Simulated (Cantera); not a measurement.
Input (Python, Cantera) and output of one run.

```python
import numpy as np
import cantera as ct

gas_names = """
    C CO COS CO2 CS CS2 C2 C2O C3 C3O2 C4 C5 Mg MgO MgS Mg2 O O2 O3 S SO SO2 SO3 S2 S2O S8
""".split()
cond_names = """
    C(gr) Mg(cr) Mg(L) MgCO3(s) MgO(s) MgO(L) MgS(s) MgSO4(s) MgSO4(L) S(cr1) S(cr2) S(L)
""".split()


# ... load() reads the species with a 1 bar reference pressure and builds the phases ...
atoms = {
    'MgCO3': {'Mg': 1, 'C': 1, 'O': 3},
    'SO2': {'S': 1, 'O': 2},
    'O2': {'O': 2},
}
top_T = {'C(gr)': 4500, 'MgS(s)': 2250}  # K; cautious upper limits of use, not melting points


# ... equilibrate(T, P, feed) seeds the gas with the atoms and calls Mixture.equilibrate('TP', solver="vcs", rtol=1e-11, max_steps=5000) ...
results = []
feed = {'MgCO3': 1, 'SO2': 1.8, 'O2': 0.052}  # mol
P = 1333.22  # Pa
for T in [773, 873, 973, 1073, 1173, 1273, 1373, 1473, 1573, 1673, 1773, 1873]:
    mix = equilibrate(T, P, feed)
    results.append((T, P, feed, dict(zip(mix.species_names, mix.species_moles))))
    x = sorted(zip(gas.X, gas.species_names), reverse=True)
    print(f"T = {T:g} K  P = {P:g} Pa  gas = {mix.phase_moles(0):.4g} mol")
    print("   x: " + "  ".join(f"{s} {v:.3e}" for v, s in x if v > 1e-05))
    print("   condensed (mol): " + ("  ".join(f"{mix.phase(i).name} {mix.phase_moles(i):.4g}"
          for i in range(1, mix.n_phases) if mix.phase_moles(i) > 1e-12) or "none"))
```

Output:

```
T = 773 K  P = 1333.22 Pa  gas = 2.696 mol
   x: SO2 6.291e-01  CO2 3.709e-01
   condensed (mol): MgO(s) 0.896  MgSO4(s) 0.104
T = 873 K  P = 1333.22 Pa  gas = 2.696 mol
   x: SO2 6.291e-01  CO2 3.709e-01
   condensed (mol): MgO(s) 0.896  MgSO4(s) 0.104
T = 973 K  P = 1333.22 Pa  gas = 2.696 mol
   x: SO2 6.290e-01  CO2 3.709e-01  SO3 1.513e-04
   condensed (mol): MgO(s) 0.8964  MgSO4(s) 0.1036
T = 1073 K  P = 1333.22 Pa  gas = 2.738 mol
   x: SO2 6.272e-01  CO2 3.652e-01  O2 3.896e-03  SO3 3.677e-03
   condensed (mol): MgO(s) 0.9274  MgSO4(s) 0.0726
T = 1173 K  P = 1333.22 Pa  gas = 2.848 mol
   x: SO2 6.291e-01  CO2 3.512e-01  O2 1.675e-02  SO3 3.022e-03
   condensed (mol): MgO(s) 1
T = 1273 K  P = 1333.22 Pa  gas = 2.85 mol
   x: SO2 6.302e-01  CO2 3.509e-01  O2 1.754e-02  SO3 1.421e-03
   condensed (mol): MgO(s) 1
T = 1373 K  P = 1333.22 Pa  gas = 2.851 mol
   x: SO2 6.306e-01  CO2 3.507e-01  O2 1.788e-02  SO3 7.404e-04  CO 1.386e-05
   condensed (mol): MgO(s) 1
T = 1473 K  P = 1333.22 Pa  gas = 2.852 mol
   x: SO2 6.308e-01  CO2 3.506e-01  O2 1.806e-02  SO3 4.210e-04  CO 7.323e-05
   condensed (mol): MgO(s) 1
T = 1573 K  P = 1333.22 Pa  gas = 2.852 mol
   x: SO2 6.308e-01  CO2 3.503e-01  O2 1.827e-02  CO 3.117e-04  SO3 2.581e-04  SO 4.365e-05  O 1.223e-05
   condensed (mol): MgO(s) 1
T = 1673 K  P = 1333.22 Pa  gas = 2.854 mol
   x: SO2 6.304e-01  CO2 3.493e-01  O2 1.875e-02  CO 1.103e-03  SO 1.710e-04  SO3 1.693e-04  O 3.964e-05
   condensed (mol): MgO(s) 1
T = 1773 K  P = 1333.22 Pa  gas = 2.857 mol
   x: SO2 6.292e-01  CO2 3.467e-01  O2 2.001e-02  CO 3.288e-03  SO 5.615e-04  SO3 1.189e-04  O 1.150e-04
   condensed (mol): MgO(s) 1
T = 1873 K  P = 1333.22 Pa  gas = 2.866 mol
   x: SO2 6.263e-01  CO2 3.406e-01  O2 2.287e-02  CO 8.294e-03  SO 1.558e-03  O 3.096e-04  SO3 9.000e-05
   condensed (mol): MgO(s) 1
```

Equilibrium computed with Cantera from the NASA thermochemical tables; the gas is ideal and each condensed phase is pure. Mutual solubility and eutectic melting of coexisting phases are not modelled.
